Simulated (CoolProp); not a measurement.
Nitrogen along the isotherm -131.65 °C: density (kg/m³) from the reference equation and from simpler models built on Tc = -147.0 °C, pc = 33.96 bar, ω = 0.037; each cubic takes its own stable root.

The numbers come from the reference Helmholtz-energy equation of state, Span 2000 in CoolProp.

| p (bar) | phase | reference | ideal gas | van der Waals | Redlich-Kwong | Peng-Robinson |
|---|---|---|---|---|---|---|
| 10.6 | gas | 27.33 | 25.24 | 27.26 | 27.41 | 27.69 |
| 21.2 | gas | 60.18 | 50.48 | 60.01 | 60.51 | 61.81 |
| 31.8 | gas | 102.0 | 75.72 | 102.4 | 102.7 | 106.0 |
| 42.4 | supercritical | 159.9 | 101.0 | 166.1 | 160.7 | 167.4 |
| 53.1 | supercritical | 248.3 | 126.4 | 266.0 | 243.8 | 254.5 |
| 63.7 | supercritical | 347.1 | 151.7 | 326.9 | 325.8 | 343.6 |
| 74.3 | supercritical | 410.9 | 176.9 | 360.0 | 381.6 | 407.7 |
| 84.9 | supercritical | 450.5 | 202.2 | 382.5 | 420.6 | 453.1 |
